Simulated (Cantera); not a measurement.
Charge: 1 mol CH3Cl, a varied amount of H2, at 3448.15 K and 495 Torr.

These are equilibrium values from Cantera (NASA tables, ideal gas, pure condensed phases), not measurements of a reactor. Candidate condensed phases: C, C6H6, C7H8, C8H18; 91 gas species. Rates play no part.

Task: Which condensed phases are stable at each of these points (n(H2) (mol)): 0.1, 0.14, 0.18, 0.24, 0.31, 0.41, 0.53, 0.7, 0.92, 1.2, 1.6, 2.1, 2.7?

Result: 
```csv
n(H2) (mol),condensed phases,C condensed (%)
0.1,C(graphite),25.0
0.14,C(graphite),23.2
0.18,C(graphite),21.3
0.24,C(graphite),18.5
0.31,C(graphite),15.2
0.41,C(graphite),10.5
0.53,C(graphite),4.9
0.7,gas only,0.0
0.92,gas only,0.0
1.2,gas only,0.0
1.6,gas only,0.0
2.1,gas only,0.0
2.7,gas only,0.0
```

From 0.1 mol H2 to 0.53 mol H2 the condensed part is C(graphite). From 0.7 mol H2 to 2.7 mol H2 nothing is condensed.
